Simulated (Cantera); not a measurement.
An isothermal, constant-pressure homogeneous reactor starts with H₂ : O₂ = 0.096 : 1 (molar parts), equivalence ratio 0.048, at 1100 K and 10.00 Torr.

Model: the H2/O2 subset of GRI-Mech 3.0, which has no nitrogen chemistry, integrated in Cantera. Radical loss at walls, strong at low pressure, is not modelled. The temperature is held fixed by assumption; the heat of reaction is taken as removed at once.

One state of this run: x H₂ = 2.89e-7; x O₂ = 0.908; x HO₂ = 3.47e-8; x H = 2.95e-8; x H₂O = 0.0916; x OH = 4.40e-5. x: mole fraction; the columns are a selection and need not sum to one.

Which value of t (s) does it belong to?
A) 0.0179
B) 2.32
C) 0.000700
D) 11.7

B, 2.32
